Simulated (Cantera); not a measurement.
Feed: 1 mol SiO2, 1200 mol H2, held at 1000 K and 7.50 Torr.

These are equilibrium values from Cantera (NASA tables, ideal gas, pure condensed phases), not measurements of a reactor. Candidate condensed phases: H2O, Si, SiO2; 18 gas species. Equilibrium is a limit: real reactors are often held back by kinetics, nucleation or transport.

Base state: H2 1.00 (mole fractions); condensed: SiO2(β-quartz).

What changes in the equilibrium state with this change: SiO2 replaced by V2O5?


| species | before | after |
|---|---|---|
| H2 | 1.00 | 0.998 |
| H2O | 7.20e-9 | 0.00167 |
| SiO2(β-quartz), mol | 1.000 | 0 |
| V2O3(s), mol | 0 | 1.00 |
Condensed phases not in the tables: the oxides between V2O3 and V2O5 other than VO2. Further candidate phases: V, VO, V2O3, V2O4, V2O5.
